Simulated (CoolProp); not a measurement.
A simple Rankine cycle with R236FA: condensing at 318.15 K, boiler at 1.4 MPa, turbine inlet 373.1 K, turbine efficiency 0.7, pump efficiency 0.6, no recuperator. Each further row changes one setting.

Values from CoolProp's reference Helmholtz-energy equation of state, Pan 2012.

```json
[
 {"case": "as stated", "thermal efficiency (%)": "(withheld)", "net work (kJ/kg)": "10.5", "heat in (kJ/kg)": "172", "turbine exit temperature (K)": "348.0", "volume ratio over the turbine": "3.05"},
 {"case": "turbine inlet 393.1 K", "thermal efficiency (%)": "6.0", "net work (kJ/kg)": "11.7", "heat in (kJ/kg)": "195", "turbine exit temperature (K)": "(withheld)", "volume ratio over the turbine": "2.94"},
 {"case": "condensing temperature 310.15 K", "thermal efficiency (%)": "7.2", "net work (kJ/kg)": "13.2", "heat in (kJ/kg)": "(withheld)", "turbine exit temperature (K)": "343.4", "volume ratio over the turbine": "3.89"},
 {"case": "boiler pressure 0.98 MPa", "thermal efficiency (%)": "4.2", "net work (kJ/kg)": "(withheld)", "heat in (kJ/kg)": "179", "turbine exit temperature (K)": "358.6", "volume ratio over the turbine": "2.01"},
 {"case": "turbine efficiency 0.6", "thermal efficiency (%)": "5.1", "net work (kJ/kg)": "8.85", "heat in (kJ/kg)": "172", "turbine exit temperature (K)": "349.7", "volume ratio over the turbine": "3.07"}
]
```

**Question.** Fill in the missing entries.

**Answer.** 
- as stated, thermal efficiency (%): 6.1
- turbine inlet 393.1 K, turbine exit temperature (K): 369.9
- condensing temperature 310.15 K, heat in (kJ/kg): 182
- boiler pressure 0.98 MPa, net work (kJ/kg): 7.50
